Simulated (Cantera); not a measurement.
# Thermodynamics of hydrogen reduction and annealing atmospheres, feed Ta₂O₅ + H₂

Feed: 1 mol Ta₂O₅, 54 mol H₂, held at 3.20 mbar.

Equilibrium computed with Cantera from the NASA thermochemical tables; the gas is ideal and each condensed phase is pure. Candidate condensed phases: H₂O, Ta, Ta₂O₅; 12 gas species. Mutual solubility and eutectic melting of coexisting phases are not modelled. Condensed phases not in the tables: N, O or C dissolved in the metal. Rates play no part.

```json
[
 {"T (°C)": "1450", "x H₂": "0.996", "x H": "0.00322", "x H₂O": "0.000441", "x TaO₂": "1.18e-6", "x TaO": "2.36e-7", "n Ta(s)": "0.00953", "n Ta₂O₅(s)": "0.995", "n Ta₂O₅(l)": "0"},
 {"T (°C)": "1500", "x H₂": "0.994", "x H": "0.00501", "x H₂O": "0.000589", "x TaO₂": "3.73e-6", "x TaO": "7.37e-7", "n Ta(s)": "0.0127", "n Ta₂O₅(s)": "0.994", "n Ta₂O₅(l)": "0"},
 {"T (°C)": "1550", "x H₂": "0.992", "x H": "0.00763", "x H₂O": "0.000773", "x TaO₂": "1.11e-5", "x TaO": "2.16e-6", "n Ta(s)": "0.0166", "n Ta₂O₅(s)": "0.991", "n Ta₂O₅(l)": "0"},
 {"T (°C)": "1600", "x H₂": "0.988", "x H": "0.0113", "x H₂O": "0.000997", "x TaO₂": "3.08e-5", "x TaO": "5.99e-6", "n Ta(s)": "0.0212", "n Ta₂O₅(s)": "0.988", "n Ta₂O₅(l)": "0"},
 {"T (°C)": "1650", "x H₂": "0.982", "x H": "0.0165", "x H₂O": "0.00127", "x TaO₂": "8.14e-5", "x TaO": "1.57e-5", "n Ta(s)": "0.0262", "n Ta₂O₅(s)": "0.984", "n Ta₂O₅(l)": "0"},
 {"T (°C)": "1700", "x H₂": "0.975", "x H": "0.0235", "x H₂O": "0.00158", "x TaO₂": "0.000204", "x TaO": "3.92e-5", "n Ta(s)": "0.0312", "n Ta₂O₅(s)": "0.978", "n Ta₂O₅(l)": "0"},
 {"T (°C)": "1750", "x H₂": "0.964", "x H": "0.0330", "x H₂O": "0.00195", "x TaO₂": "0.000488", "x TaO": "9.32e-5", "n Ta(s)": "0.0346", "n Ta₂O₅(s)": "0.967", "n Ta₂O₅(l)": "0"},
 {"T (°C)": "1800", "x H₂": "0.951", "x H": "0.0453", "x H₂O": "0.00234", "x TaO₂": "0.00109", "x TaO": "0.000210", "n Ta(s)": "0.0331", "n Ta₂O₅(s)": "0", "n Ta₂O₅(l)": "0.947"}
]
```
x: gas mole fraction; n: condensed amount in mol.

From 1450 °C to 1750 °C the condensed part is Ta(s) + Ta₂O₅(s). At 1800 °C the condensed part is Ta(s) + Ta₂O₅(l). The main Ta-bearing gas is TaO₂ throughout.
